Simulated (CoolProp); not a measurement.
Vapour-liquid equilibrium of propane (1) + isohexane (2) at 0.0737 bar; x and y are mole fractions of (1).

Computed with CoolProp (multi-fluid Helmholtz-energy mixture model, Lemmon 2009 and Lemmon 2006; pair parameters Bell 2016).

### Question
Give the bubble temperature and the first vapour's composition at x = 0.5, 0.65, 0.8. Is there an azeotrope?

### Answer
x = 0.5: 194.0 K, y = 0.998; x = 0.65: 190.5 K, y = 0.999; x = 0.8: 187.9 K, y = 1.000. No azeotrope shows between x = 0.05 and 0.95.

The pair parameters rest on a limited set of measurements; away from them the model extrapolates.
